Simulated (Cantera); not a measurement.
An isothermal, constant-pressure homogeneous reactor starts with 17.3 % H₂, 12.3 % O₂, 70.4 % N₂, equivalence ratio 0.70, at 1100 K and 0.819 atm.

Cantera simulation using GRI-Mech 3.0 (53 species, 325 reactions); the numbers are that mechanism's predictions, not measurements. The temperature is held fixed by assumption; the heat of reaction is taken as removed at once.

One state of this run: x H₂ = 6.08e-5; x O₂ = 0.0406; x H₂O = 0.189; x NO = 1.16e-6; x H = 2.80e-8; x N₂O = 6.53e-8; x H₂O₂ = 7.11e-8. x: mole fraction; the columns are a selection and need not sum to one.

Which value of t (s) does it belong to?
(A) 0.000200
(B) 19.5
(C) 0.0330
(D) 0.424

C, 0.0330
